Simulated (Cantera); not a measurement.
Input: 1 mol FeS2, 0.74 mol H2S, 2.4 mol CO2, 0.069 mol SO2, at 0.140 bar.

Equilibrium computed with Cantera from the NASA thermochemical tables; the gas is ideal and each condensed phase is pure. Candidate condensed phases: C, C6H6, C7H8, C8H18, Fe, Fe(CO)5, FeO, Fe(OH)2, Fe(OH)3, FeS, FeSO4, FeS2, Fe2O3, Fe2(SO4)3, Fe3O4, H2O, H2SO4, S; 127 gas species. FeS: taken at fixed stoichiometry. Kinetics and transport are ignored.

At 1573 K, list the 4 most abundant gas species with their mole fractions, and the condensed phases.

CO2 0.337, CO 0.237, S2 0.171, H2O 0.132. Condensed: FeS(l).
